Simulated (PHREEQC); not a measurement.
Solution (5 °C): 0.00083 mol H3AsO4, 0.32 mol NaOH and 0.079 mol CaCl2 per kg of water. Closed to the air; pH follows from the charge balance.

The numbers come from PHREEQC with the ion-association model, wateq4f.dat.

This is a speciation only: nothing precipitates in the calculation.

What pH does the model give?

pH 13.95.

In which forms is Ca present?

CaOH+ 85 %, Ca+2 15 % of the Ca.

Examples of supersaturated solids here: Portlandite. Others may be too. At this temperature some constants are extrapolated from 25 °C, and those without enthalpy data are left unchanged. The database has no arsenate complexes of Ca.
